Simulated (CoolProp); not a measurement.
Saturation properties of fluoroethane (R161) (Tc = 375.2 K, pc = 5.010 MPa, ω = 0.216).

Values from CoolProp's reference Helmholtz-energy equation of state, Wu 2012.

| T (K) | p (MPa) | vapour density (kg/m³) | enthalpy of vaporisation (kJ/kg) | liquid cp (kJ/(kg K)) | surface tension (mN/m) |
|---|---|---|---|---|---|
| 282.4 | 0.5862 | 13.63 | 365.5 | 2.184 | 11.4 |
| 289.1 | 0.7162 | 16.61 | 355.1 | 2.228 | 10.5 |
| 295.9 | 0.8690 | 20.16 | 343.8 | 2.278 | 9.59 |
| 302.6 | 1.042 | 24.26 | 332.0 | 2.331 | 8.69 |
| 309.4 | 1.242 | 29.12 | 319.3 | 2.391 | 7.80 |
| 316.1 | 1.466 | 34.74 | 305.8 | 2.457 | 6.92 |
| 322.8 | 1.718 | 41.33 | 291.4 | 2.534 | 6.06 |
| 329.6 | 2.005 | 49.24 | 275.6 | 2.628 | 5.19 |
| 336.3 | 2.321 | 58.55 | 258.6 | 2.747 | 4.35 |
| 343.1 | 2.679 | 70.00 | 239.5 | 2.914 | 3.52 |
| 349.8 | 3.070 | 83.99 | 218.2 | 3.167 | 2.71 |
| 356.6 | 3.512 | 102.3 | 193.1 | 3.621 | 1.92 |

It boils at 235.6 K under 1 atm.

Surface tension comes from a separate correlation (Mulero 2012).
